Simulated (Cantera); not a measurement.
An adiabatic, constant-volume homogeneous reactor starts with 36.3 % H₂, 8.63 % O₂, 55.1 % N₂, at 1500 K and 10.0 bar.

Detailed kinetics in Cantera: the H2/O2 subset of GRI-Mech 3.0, which has no nitrogen chemistry. The hydrogen kinetics of GRI-Mech 3.0 are dated; newer H2 mechanisms differ, most at raised pressure.

Question: Predict: time of steepest temperature rise; temperature at 0.400 s; equilibrium temperature; x(H₂) at 0.400 s; x(O₂) at 0.400 s; x(O) at 0.400 s; x(OH) at 0.400 s; x(H₂O₂) at 0.400 s.

Answer: 
| Quantity | Result |
|---|---|
| time of steepest temperature rise | 2.06 µs |
| temperature at 0.400 s | 2886 K |
| equilibrium temperature | 2886 K |
| x(H₂) at 0.400 s | 0.202 (gas-phase equilibrium 0.202) |
| x(O₂) at 0.400 s | 4.27e-5 (gas-phase equilibrium 4.27e-5) |
| x(O) at 0.400 s | 0.000118 (gas-phase equilibrium 0.000118) |
| x(OH) at 0.400 s | 0.00325 (gas-phase equilibrium 0.00325) |
| x(H₂O₂) at 0.400 s | 7.34e-8 (gas-phase equilibrium 7.34e-8) |
